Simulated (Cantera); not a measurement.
Cantera run, input and output.

```python
import numpy as np
import cantera as ct

gas = ct.Solution("gri30.yaml")
gas.TPX = 1625, 13332, {'CH4': 0.027, 'H2': 1}
reactor = ct.IdealGasConstPressureReactor(gas, energy="off", clone=False)
net = ct.ReactorNet([reactor])
net.rtol, net.atol = 1e-08, 1e-18
show = ['CH4', 'H2', 'C2H4', 'C2H', 'C2H2', 'H']
times = np.geomspace(0.0002, 7, 9)

steps = ct.SolutionArray(gas, extra=["t"])
rows = []
print(f"{'t/s':>10s}{'T/K':>9s}{'P/Pa':>11s}" + "".join(f"{s:>11s}" for s in show))
for t in times:
    while net.time < t:
        t_next = net.step()
        steps.append(gas.state, t=t_next)
    rows.append([np.interp(t, steps.t, y) for y in (steps.T, steps.P, *steps(*show).X.T)])
    print(f"{t:10.3e}{rows[-1][0]:9.1f}{rows[-1][1]:11.4g}" + "".join(f"{x:11.3e}" for x in rows[-1][2:]))
rate = np.gradient(steps.T, steps.t)
print("integrator steps:", len(steps.t))
if steps.T.max() > steps.T[0] + 200:
    print(f"time of steepest temperature rise: {steps.t[rate.argmax()]:.4e} s")
gas.TPX = 1625, 13332, {'CH4': 0.027, 'H2': 1}
gas.equilibrate("TP")
print(f"equilibrium (TP): T = {gas.T:.1f} K  " + "  ".join(f"{s} {gas[s].X[0]:.3e}" for s in show))
```

Output:

```
       t/s      T/K       P/Pa        CH4         H2       C2H4        C2H       C2H2          H
 2.000e-04   1625.0  1.333e+04  2.629e-02  9.737e-01  2.370e-10  9.629e-21  4.616e-13  5.279e-06
 7.397e-04   1625.0  1.333e+04  2.628e-02  9.737e-01  1.236e-08  9.238e-18  1.203e-10  1.950e-05
 2.736e-03   1625.0  1.333e+04  2.625e-02  9.736e-01  6.766e-07  1.277e-14  4.711e-08  6.880e-05
 1.012e-02   1625.0  1.333e+04  2.614e-02  9.736e-01  1.526e-05  7.111e-12  1.114e-05  1.621e-04
 3.742e-02   1625.0  1.333e+04  2.576e-02  9.738e-01  2.816e-05  1.261e-10  1.797e-04  1.781e-04
 1.384e-01   1625.0  1.333e+04  2.444e-02  9.744e-01  3.305e-05  5.764e-10  8.189e-04  1.788e-04
 5.118e-01   1625.0  1.333e+04  2.053e-02  9.764e-01  4.828e-05  1.933e-09  2.719e-03  1.810e-04
 1.893e+00   1625.0  1.333e+04  1.283e-02  9.804e-01  8.156e-05  4.686e-09  6.450e-03  1.858e-04
 7.000e+00   1625.0  1.333e+04  5.726e-03  9.841e-01  1.164e-04  7.359e-09  9.891e-03  1.909e-04
integrator steps: 596
equilibrium (TP): T = 1625.0 K  CH4 3.349e-03  H2 9.853e-01  C2H4 1.290e-04  C2H 8.300e-09  C2H2 1.104e-02  H 1.931e-04
```

Detailed kinetics in Cantera: GRI-Mech 3.0 (53 species, 325 reactions). GRI-Mech 3.0 stops at C3 and has no aromatics, soot or wall deposition, so with more carbon than oxygen in the feed, carbon stays in small species such as C2H2 where larger ones or solid carbon would form.
